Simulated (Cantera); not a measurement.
Charge: 1 mol PH3, 0.5 mol H2O, 0.044 mol O2, equilibrated at 2400 K and 13300 Pa.

Method: chemical equilibrium by Gibbs-energy minimisation in Cantera with the NASA 1993 tables (ideal gas, pure condensed phases). Candidate condensed phases: H2O, P, P4O10; 17 gas species. Gases not in the tables: HPO2, HPO3 and P4O6. Kinetics and transport are ignored.

Q: What is the equilibrium state?

A: 
```json
{
  "x(H2)": "0.657",
  "x(PO)": "0.143",
  "x(P2)": "0.101",
  "x(H2O)": "0.0471",
  "x(H)": "0.0353",
  "x(PO2)": "0.0107",
  "x(P)": "0.00438",
  "x(PH)": "0.000801",
  "x(OH)": "0.000466",
  "gas_amount": "2.769 mol",
  "log10 activity of P(l) (absent)": "-2.30"
}
```
